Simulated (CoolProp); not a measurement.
Vapour-liquid equilibrium of ethanol (1) + benzene (2) at 162.15 °C; x and y are mole fractions of (1).

The numbers come from the multi-fluid Helmholtz-energy mixture model, Schroeder 2014 and Thol 2012; pair parameters Bell 2016 in CoolProp.

```json
[
 {"x": "0.05", "bubble pressure (MPa)": "0.8830", "y at the bubble point": "0.177", "dew pressure at overall composition x (MPa)": "0.7764", "liquid density (mol/L)": "9.212"},
 {"x": "0.125", "bubble pressure (MPa)": "1.040", "y at the bubble point": "0.327", "dew pressure at overall composition x (MPa)": "0.8366", "liquid density (mol/L)": "9.350"},
 {"x": "0.2", "bubble pressure (MPa)": "1.148", "y at the bubble point": "0.415", "dew pressure at overall composition x (MPa)": "0.9048", "liquid density (mol/L)": "9.512"},
 {"x": "0.275", "bubble pressure (MPa)": "1.222", "y at the bubble point": "0.474", "dew pressure at overall composition x (MPa)": "…", "liquid density (mol/L)": "9.702"},
 {"x": "0.35", "bubble pressure (MPa)": "1.274", "y at the bubble point": "0.519", "dew pressure at overall composition x (MPa)": "1.068", "liquid density (mol/L)": "9.924"},
 {"x": "0.425", "bubble pressure (MPa)": "1.312", "y at the bubble point": "0.557", "dew pressure at overall composition x (MPa)": "1.161", "liquid density (mol/L)": "10.18"},
 {"x": "0.5", "bubble pressure (MPa)": "1.340", "y at the bubble point": "0.594", "dew pressure at overall composition x (MPa)": "1.253", "liquid density (mol/L)": "10.48"},
 {"x": "0.575", "bubble pressure (MPa)": "1.361", "y at the bubble point": "0.633", "dew pressure at overall composition x (MPa)": "1.326", "liquid density (mol/L)": "…"},
 {"x": "0.65", "bubble pressure (MPa)": "1.374", "y at the bubble point": "0.676", "dew pressure at overall composition x (MPa)": "1.367", "liquid density (mol/L)": "11.21"},
 {"x": "0.725", "bubble pressure (MPa)": "1.380", "y at the bubble point": "0.727", "dew pressure at overall composition x (MPa)": "1.380", "liquid density (mol/L)": "11.65"},
 {"x": "0.8", "bubble pressure (MPa)": "1.376", "y at the bubble point": "…", "dew pressure at overall composition x (MPa)": "1.374", "liquid density (mol/L)": "12.13"},
 {"x": "0.875", "bubble pressure (MPa)": "1.363", "y at the bubble point": "0.858", "dew pressure at overall composition x (MPa)": "1.359", "liquid density (mol/L)": "12.67"},
 {"x": "0.95", "bubble pressure (MPa)": "1.341", "y at the bubble point": "0.940", "dew pressure at overall composition x (MPa)": "1.338", "liquid density (mol/L)": "13.25"}
]
```

Q: Some entries are withheld; supply them.

A: 
- 0.275, dew pressure at overall composition x (MPa): 0.9818
- 0.575, liquid density (mol/L): 10.82
- 0.8, y at the bubble point: 0.787

y crosses x between x = 0.725 and 0.8: the model has an azeotrope there.

Pair parameters are fitted to limited data, so mixtures are less certain than the pure fluids.
